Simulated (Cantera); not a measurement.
Cantera run:

```python
import numpy as np
import cantera as ct

gas_names = """
    C CH CH2 CH3 CH2OH CH3O CH4 CH3OH CN CO CO2 COOH C2 C2H CHCO,ketyl C2H2,acetylene C2H2,vinylidene
    CH2CO,ketene C2H3,vinyl CH3CN CH3CO,acetyl C2H4 C2H4O,ethylen CH3CHO,ethanal CH3COOH (HCOOH)2 C2H5
    C2H6 CH3OCH3 C2H5OH CCN CNC C2N2 C2O C3 C3H3,propargyl C3H4,allene C3H4,propyne C3H4,cyclo-
    C3H5,allyl C3H6,propylene C3H6,cyclo- C3H6O C3H7,n-propyl C3H7,i-propyl C3H8 C3H8O,1propanol
    C3H8O,2propanol C3O2 C4 C4H2 C4H4,1,3-cyclo- C4H6,butadiene C4H6,2-butyne C4H6,cyclo- C4H8,1-butene
    C4H8,cis2-buten C4H8,tr2-butene C4H8,isobutene C4H8,cyclo- (CH3COOH)2 C4H9,n-butyl C4H9,i-butyl
    C4H9,s-butyl C4H9,t-butyl C4H10,isobutane C4H10,n-butane C4N2 C5 C5H6,1,3cyclo- C5H8,cyclo-
    C5H10,1-pentene C5H10,cyclo- C5H11,pentyl C5H11,t-pentyl C5H12,n-pentane C5H12,i-pentane
    CH3C(CH3)2CH3 C6H2 C6H5,phenyl C6H5O,phenoxy C6H6 C6H5OH,phenol C6H10,cyclo- C6H12,1-hexene
    C6H12,cyclo- C6H13,n-hexyl C7H7,benzyl C7H8 C7H8O,cresol C7H14,1-heptene C7H15,n-heptyl
    C7H16,n-heptane C8H8,styrene C8H10,ethylbenz C8H16,1-octene C8H17,n-octyl C8H18,isooctane
    C8H18,n-octane C9H19,n-nonyl C10H8,naphthale C10H21,n-decyl C12H9,o-bipheny C12H10,bipheny Cu CuO
    Cu2 H HCN HCO HCCN HNC HNCO HNO HNO2 HNO3 HO2 H2 HCHO,formaldehy HCOOH H2O H2O2 N NCO NH NH2 NH3
    NH2OH NO NO2 NO3 N2 N2H2 N2H4 N2O O OH O2 O3
""".split()
cond_names = """
    C(gr) C6H6(L) C7H8(L) C8H18(L),n-octa Cu(cr) Cu(L) CuO(s) CuO2H2(s) Cu2O(s) Cu2O(L) H2O(s) H2O(L)
""".split()


def load(file, names, dense=False):
    # The tables refer to 1 bar. Condensed volumes are neglected.
    table = {s.name: s for s in ct.Species.list_from_file(file)}
    out = []
    for n in names:
        d = dict(table[n].input_data)
        d["thermo"] = dict(d["thermo"], **{"reference-pressure": 1e5})
        if dense:
            d["equation-of-state"] = {"model": "constant-volume", "density": "1e6 g/cm^3"}
        out.append(ct.Species.from_dict(d))
    return out


gas = ct.Solution(thermo="ideal-gas", species=load("nasa_gas.yaml", gas_names))
cond = {s.name: ct.Solution(thermo="fixed-stoichiometry", species=[s], name=s.name)
        for s in load("nasa_condensed.yaml", cond_names, dense=True)}
atoms = {
    'Cu': {'Cu': 1},
    'H2O': {'H': 2, 'O': 1},
    'N2': {'N': 2},
    'CO': {'C': 1, 'O': 1},
}
top_T = {'C(gr)': 4500, 'CuO(s)': 1390}  # K; cautious upper limits of use, not melting points


def equilibrate(T, P, feed):
    n = {}
    for name, mol in feed.items():
        for a, k in atoms[name].items():
            n[a] = n.get(a, 0.0) + k * mol
    gas.TPX = T, P, n
    mass = sum(n.values()) * gas.mean_molecular_weight
    gas.equilibrate("TP")
    valid = [c for c in cond.values() if c.min_temp <= T <= top_T.get(c.name, c.max_temp)]
    mix = ct.Mixture([(gas, mass / gas.mean_molecular_weight)] + [(c, 0.0) for c in valid])
    mix.T, mix.P = T, P
    mix.equilibrate("TP", solver="vcs", rtol=1e-11, max_steps=5000)
    return mix


results = []
feed = {'Cu': 1, 'H2O': 0.031, 'N2': 190, 'CO': 0.61}  # mol
P = 2400  # Pa
for T in [773, 873, 973, 1073, 1173, 1273, 1373, 1473, 1573, 1673, 1773, 1873, 1973, 2073]:
    mix = equilibrate(T, P, feed)
    results.append((T, P, feed, dict(zip(mix.species_names, mix.species_moles))))

top = {s: max(r[3][s] / sum(r[3][g] for g in gas_names) for r in results) for s in gas_names}
cols = sorted((s for s in top if top[s] > 0.001), key=lambda s: -top[s])[:6]
seen = [c for c in cond_names if any(r[3].get(c, 0) > 1e-12 for r in results)]
print("log10 of partial pressures in bar; condensed amounts in mol")
print(f"{'T/K':>10s}" + "".join(f"{s[:9]:>10s}" for s in cols + seen))
for T, P, feed, n in results:
    ng = sum(n[g] for g in gas_names)
    print(f"{T:10.4g}" + "".join(f"{np.log10(max(n[s] / ng * P / 1e5, 1e-99)):10.3f}" for s in cols)
          + "".join(f"{n.get(c, 0):10.4g}" for c in seen))
```

Output:

```
log10 of partial pressures in bar; condensed amounts in mol
       T/K        N2        Cu        CO    Cu(cr)     Cu(L)
       773    -1.621   -15.936    -4.137         1         0
       873    -1.621   -13.344    -4.137         1         0
       973    -1.621   -11.290    -4.137         1         0
      1073    -1.621    -9.623    -4.136         1         0
      1173    -1.621    -8.243    -4.136         1         0
      1273    -1.621    -7.084    -4.136    0.9993         0
      1373    -1.621    -6.102    -4.135         0    0.9937
      1473    -1.621    -5.286    -4.135         0    0.9589
      1573    -1.622    -4.577    -4.135         0    0.7889
      1673    -1.623    -3.954    -4.136         0    0.1112
      1773    -1.624    -3.903    -4.136         0         0
      1873    -1.624    -3.903    -4.136         0         0
      1973    -1.624    -3.902    -4.136         0         0
      2073    -1.624    -3.902    -4.134         0         0
```

Equilibrium computed with Cantera from the NASA thermochemical tables; the gas is ideal and each condensed phase is pure.
